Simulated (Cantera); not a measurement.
A closed system holds: 1 mol Si, 1.7 mol NH3, 23 mol N2, equilibrated at 798.15 K and 0.000330 bar.

Cantera equilibrium calculation (NASA polynomials, part measured and part estimated; ideal gas, pure solids and liquids). Candidate condensed phases: Si, Si3N4; 18 gas species. Kinetics and transport are ignored.

Base state: N2 0.901, H2 0.0991 (mole fractions); condensed: Si3N4(s).

What changes in the equilibrium state with this change: NH3 from 1.7 to 3.9 mol?


```
species        before  after
-------------  ------  -----
N2              0.901  0.806
H2             0.0991  0.194
Si3N4(s), mol   0.333  0.333
```

What changes in the equilibrium state with this change: NH3 from 1.7 to 19 mol?


```tsv
species	before	after
N2	0.901	0.528
H2	0.0991	0.472
Si3N4(s), mol	0.333	0.333
```

What changes in the equilibrium state with this change: Si replaced by Ni?


```
species        before   after
-------------  ------  ------
N2              0.901   0.903
H2             0.0991  0.0966
Si3N4(s), mol   0.333       0
Ni(s), mol          0    1.00
```
Further candidate phases: Ni.
